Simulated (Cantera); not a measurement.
An isothermal, constant-pressure homogeneous reactor starts with C₂H₄ : H₂ = 1 : 150 (molar parts), at 1175 K and 10.00 Torr. Integrator tolerance rtol = 1e-08.

Detailed kinetics in Cantera: GRI-Mech 3.0 (53 species, 325 reactions). GRI-Mech 3.0 was tuned for natural gas; its chemistry of ethylene as a main component is partial and can be far from experiment. GRI-Mech 3.0 stops at C3 and has no aromatics, soot or wall deposition, so with more carbon than oxygen in the feed, carbon stays in small species such as C2H2 where larger ones or solid carbon would form. Radical loss at walls, strong at low pressure, is not modelled.

Q: What does this change do: H2 150 to 54 parts?

A: 
| quantity | before | after |
|---|---|---|
| x(C₂H₄) at 20.0 s | 0.00426 (gas-phase equilibrium 4.10e-5) | 0.0105 (gas-phase equilibrium 0.000294) |
| x(H₂) at 20.0 s | 0.993 (gas-phase equilibrium 0.987) | 0.982 (gas-phase equilibrium 0.965) |
| x(H) at 20.0 s | 4.89e-6 (gas-phase equilibrium 1.06e-6) | 4.82e-6 (gas-phase equilibrium 1.05e-6) |
| x(CH₄) at 20.0 s | 0.000109 (gas-phase equilibrium 0.0129) | 0.000362 (gas-phase equilibrium 0.0338) |
| x(CH₂) at 20.0 s | <1e-12 (gas-phase equilibrium <1e-12) | <1e-12 (gas-phase equilibrium <1e-12) |
